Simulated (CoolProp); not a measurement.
A simple Rankine cycle with benzene: condensing at 288.15 K, boiler at 1.16 MPa, turbine inlet 462.1 K, turbine efficiency 0.6, pump efficiency 0.8, no recuperator. Each further row changes one setting.

Model: reference Helmholtz-energy equation of state, Thol 2012, in CoolProp.

| case | thermal efficiency (%) | net work (kJ/kg) | heat in (kJ/kg) | turbine exit temperature (K) | volume ratio over the turbine |
|---|---|---|---|---|---|
| as stated | ___ | 113 | 644 | ___ | 143 |
| turbine inlet 482.1 K | 17.7 | 121 | ___ | ___ | ___ |
| condensing temperature 280.15 K | 18.4 | 121 | 657 | 359.4 | 213 |
| boiler pressure 0.812 MPa | ___ | 110 | ___ | 376.2 | 95.6 |
| turbine efficiency 0.5 | 14.6 | 93.9 | 644 | ___ | 148 |

Q: Fill in the missing entries.

A: 
- as stated, thermal efficiency (%): 17.6
- as stated, turbine exit temperature (K): 365.4
- turbine inlet 482.1 K, heat in (kJ/kg): 682
- turbine inlet 482.1 K, turbine exit temperature (K): 387.6
- turbine inlet 482.1 K, volume ratio over the turbine: 140
- boiler pressure 0.812 MPa, thermal efficiency (%): 16.7
- boiler pressure 0.812 MPa, heat in (kJ/kg): 655
- turbine efficiency 0.5, turbine exit temperature (K): 379.6
